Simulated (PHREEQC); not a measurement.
## Acid rinse or clean (model solution)

Consider water at 25 °C with 9.7 mmol/kgw HCl, 0.5 mmol/kgw CuSO4 and 0.72 mmol/kgw MgCl2. Closed to the air; pH follows from the charge balance.

All values are PHREEQC results (ion-association model, wateq4f.dat), not measurements.

Precipitation was switched off in this run.

**Question.** Predict the pH.

**Answer.** pH 2.06.

**Question.** In which forms is S present?

**Answer.** SO4-2 59 %, HSO4- 35 %, MgSO4 3.9 %, CuSO4 2.3 % of the S.

Species that the database lacks are ignored.
